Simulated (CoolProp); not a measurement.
Saturation properties of sulfur dioxide.

Model: reference Helmholtz-energy equation of state, Gao 2016, in CoolProp.

```json
[
 {"T (K)": "228.4", "p (MPa)": "0.01618", "enthalpy of vaporisation (kJ/kg)": "419.0", "liquid cp (kJ/(kg K))": "1.362"},
 {"T (K)": "231.4", "p (MPa)": "0.01945", "enthalpy of vaporisation (kJ/kg)": "416.6", "liquid cp (kJ/(kg K))": "1.361"},
 {"T (K)": "234.3", "p (MPa)": "0.02312", "enthalpy of vaporisation (kJ/kg)": "414.2", "liquid cp (kJ/(kg K))": "1.360"},
 {"T (K)": "237.3", "p (MPa)": "0.02750", "enthalpy of vaporisation (kJ/kg)": "411.7", "liquid cp (kJ/(kg K))": "1.359"},
 {"T (K)": "240.2", "p (MPa)": "0.03237", "enthalpy of vaporisation (kJ/kg)": "409.2", "liquid cp (kJ/(kg K))": "1.359"},
 {"T (K)": "243.2", "p (MPa)": "0.03813", "enthalpy of vaporisation (kJ/kg)": "406.7", "liquid cp (kJ/(kg K))": "1.358"},
 {"T (K)": "246.1", "p (MPa)": "0.04447", "enthalpy of vaporisation (kJ/kg)": "404.3", "liquid cp (kJ/(kg K))": "1.358"},
 {"T (K)": "249.1", "p (MPa)": "0.05190", "enthalpy of vaporisation (kJ/kg)": "401.7", "liquid cp (kJ/(kg K))": "1.358"},
 {"T (K)": "252", "p (MPa)": "0.06003", "enthalpy of vaporisation (kJ/kg)": "399.3", "liquid cp (kJ/(kg K))": "1.358"},
 {"T (K)": "255", "p (MPa)": "0.06949", "enthalpy of vaporisation (kJ/kg)": "396.7", "liquid cp (kJ/(kg K))": "1.359"},
 {"T (K)": "257.9", "p (MPa)": "0.07974", "enthalpy of vaporisation (kJ/kg)": "394.2", "liquid cp (kJ/(kg K))": "1.359"},
 {"T (K)": "260.8", "p (MPa)": "0.09118", "enthalpy of vaporisation (kJ/kg)": "391.6", "liquid cp (kJ/(kg K))": "1.360"},
 {"T (K)": "263.8", "p (MPa)": "0.1044", "enthalpy of vaporisation (kJ/kg)": "389.0", "liquid cp (kJ/(kg K))": "1.361"}
]
```

It boils at 263.1 K under 1 atm.
